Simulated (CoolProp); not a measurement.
Acetone along the isobar 0.246 MPa: fugacity coefficient from the reference equation and from simpler models built on Tc = 235.0 °C, pc = 4.692 MPa, ω = 0.307; each cubic takes its own stable root.

The numbers come from the reference Helmholtz-energy equation of state, Lemmon 2006 in CoolProp. It is a short technical equation, of lower accuracy than the large ones.

| T (°C) | phase | reference |
|---|---|---|
| 62.65 | liquid | 0.4861 |
| 77.65 | liquid | 0.7593 |
| 92.65 | gas | 0.9266 |
| 107.65 | gas | 0.9383 |
| 122.65 | gas | 0.9475 |
| 137.65 | gas | 0.9548 |
| 152.75 | gas | 0.9607 |
| 167.75 | gas | 0.9656 |
| 182.75 | gas | 0.9696 |
| 197.75 | gas | 0.9730 |
| 212.75 | gas | 0.9759 |
| 227.85 | gas | 0.9784 |

**Question.** How far does each simpler model (van der Waals, Redlich-Kwong, Soave-Redlich-Kwong, Peng-Robinson) lie from the reference over these 12 states: mean and median of the absolute difference, and the worst?

**Answer.** 
- van der Waals: mean 11.9 %, median 1.8 %, worst +97.3 % at 62.65 °C and 0.246 MPa
- Redlich-Kwong: mean 11.0 %, median 1.2 %, worst +94.2 % at 62.65 °C and 0.246 MPa
- Soave-Redlich-Kwong: mean 1.1 %, median 0.9 %, worst +2.5 % at 92.65 °C and 0.246 MPa
- Peng-Robinson: mean 0.9 %, median 0.7 %, worst +2.3 % at 92.65 °C and 0.246 MPa

At some of these states van der Waals, Redlich-Kwong gives the other phase, because its saturation line lies elsewhere.
